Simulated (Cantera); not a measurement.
Input: 1 mol NH3, 0.41 mol SO2, 0.2 mol O2, equilibrated at 2798.15 K and 73.0 mbar.

Method: chemical equilibrium by Gibbs-energy minimisation in Cantera with the NASA 1993 tables (ideal gas, pure condensed phases). Candidate condensed phases: H2O, H2SO4, S; 35 gas species. The numbers say what is thermodynamically allowed, not how fast it happens.

Base state: H2 0.244, H2O 0.216, N2 0.184, H 0.149, SO 0.0698, SO2 0.0511, OH 0.0369, S 0.0213 (mole fractions); condensed: gas only.

Problem. What changes in the equilibrium state with this change: SO2 from 0.41 to 0.05 mol?

Solution. 
```json
[
 {"species": "H2", "before": "0.244", "after": "0.379"},
 {"species": "N2", "before": "0.184", "after": "0.216"},
 {"species": "H", "before": "0.149", "after": "0.185"},
 {"species": "SO", "before": "0.0698", "after": "0.00977"},
 {"species": "H2O", "before": "0.216", "after": "0.166"},
 {"species": "SO2", "before": "0.0511", "after": "0.00355"},
 {"species": "S", "before": "0.0213", "after": "0.00601"},
 {"species": "O", "before": "0.0141", "after": "0.00700"},
 {"species": "OH", "before": "0.0369", "after": "0.0228"},
 {"species": "S2O", "before": "4.38e-5", "after": "1.73e-6"},
 {"species": "S2", "before": "0.00183", "after": "0.000146"},
 {"species": "O2", "before": "0.00501", "after": "0.00123"},
 {"species": "SN", "before": "1.71e-5", "after": "5.22e-6"},
 {"species": "SH", "before": "0.00533", "after": "0.00188"}
]
```

Problem. What changes in the equilibrium state with this change: O2 from 0.2 to 2.8 mol?

Solution. 
```
species    before     after
-------  --------  --------
O2        0.00501     0.337
H2O         0.216     0.190
O          0.0141     0.116
H2          0.244    0.0262
S          0.0213  0.000418
SO         0.0698    0.0112
NO        0.00274    0.0156
H           0.149    0.0487
OH         0.0369    0.0990
N2          0.184    0.0888
SO2        0.0511    0.0675
S2        0.00183   7.07e-7
H2S      0.000353   7.45e-7
S2O       4.38e-5   1.39e-7
SH        0.00533   3.43e-5
```

Problem. What changes in the equilibrium state with this change: NH3 replaced by CS2?

Solution. 
```csv
species,before,after
CO,0,0.372
S2,0.00183,0.284
S,0.0213,0.265
H2,0.244,0
H2O,0.216,0
N2,0.184,0
H,0.149,0
OH,0.0369,0
SO2,0.0511,0.00405
O,0.0141,0.00113
SO,0.0698,0.0692
SH,0.00533,0
CO2,0,0.00377
NO,0.00274,0
H2S,0.000353,0
COS,0,0.000277
```
Further candidate phases: C.
